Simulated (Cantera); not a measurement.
# Stirred combustor or abatement burner

A perfectly stirred reactor is fed with CH4 : C2H6 : O2 : N2 = 1 : 0.22 : 2.95 : 11.1 (molar parts), equivalence ratio 0.94, at 4.93 atm; it is adiabatic with a 500 K inlet, and is followed from long to short residence time, starting on the burning branch (τ in s: 0.21, 0.065, 0.02, 0.006, 0.0018, 0.00055, 0.00017, 5.1e-05, 1.6e-05).

Cantera simulation using GRI-Mech 3.0 (53 species, 325 reactions); the numbers are that mechanism's predictions, not measurements.

| τ (s) | T (K) | x CH4 | x C2H6 | x O2 | x C2H4 | x C2H |
|---|---|---|---|---|---|---|
| 0.21 | 2327 | 3.03e-7 | 6.62e-9 | 0.0124 | 1.81e-8 | 2.10e-10 |
| 0.065 | 2327 | 9.48e-7 | 2.11e-8 | 0.0128 | 5.77e-8 | 6.67e-10 |
| 0.020 | 2325 | 2.88e-6 | 6.75e-8 | 0.0135 | 1.83e-7 | 2.09e-9 |
| 0.0060 | 2315 | 8.36e-6 | 2.19e-7 | 0.0144 | 5.82e-7 | 6.48e-9 |
| 0.0018 | 2288 | 2.18e-5 | 6.99e-7 | 0.0161 | 1.73e-6 | 1.81e-8 |
| 0.00055 | 2240 | 5.24e-5 | 2.10e-6 | 0.0187 | 4.43e-6 | 4.18e-8 |
| 0.00017 | 2168 | 0.000128 | 6.09e-6 | 0.0225 | 9.61e-6 | 7.64e-8 |
| 5.1e-5 | 2066 | 0.000377 | 1.93e-5 | 0.0287 | 2.11e-5 | 1.20e-7 |
| 1.6e-5 | 500 | 0.0655 | 0.0144 | 0.193 | <1e-12 | <1e-12 |
x: mole fraction; the columns are a selection and need not sum to one.
